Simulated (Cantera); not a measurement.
A freely propagating, adiabatic, planar premixed flame of H2 : O2 : N2 = 1 : 0.735 : 2.35 (molar parts), equivalence ratio 0.68, unburnt at 425 K and 97.5 Torr; mixture-averaged transport, grid criteria slope 0.08 and curve 0.16, no radiation.

Computed with Cantera and the H2/O2 subset of GRI-Mech 3.0, which has no nitrogen chemistry. Burning velocities carry a grid error of a few per cent, more on coarse grids. Lean hydrogen flames are cellular in practice and burn faster than this planar one.

Predict: laminar burning velocity; thermal thickness; peak x(H2O2); peak x(HO2); peak x(H); peak x(OH).


```
Property                    Result
------------------------  --------
laminar burning velocity  285 cm/s
thermal thickness          5.45 mm
peak x(H2O2)               1.35e-5
peak x(HO2)               0.000110
peak x(H)                   0.0524
peak x(OH)                  0.0161
```
